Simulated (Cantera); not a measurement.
Input: 1 mol B, 3.9 mol H₂O, 2.3 mol H₂, equilibrated at 25.5 Torr.

Cantera equilibrium calculation (NASA polynomials, part measured and part estimated; ideal gas, pure solids and liquids). Candidate condensed phases: B, B₂O₃, B₃O₃H₃, H₂O; 23 gas species. Gases not in the tables: H₃BO₃. Kinetics and transport are ignored.

### Question
At 1623 K, list the 6 most abundant gas species with their mole fractions, and the condensed phases.

### Answer
H₂ 0.567, H₂O 0.287, HBO₂ 0.142, B₂O₃ 0.00353, HBO 0.000309, H 0.000282. Condensed: gas only.
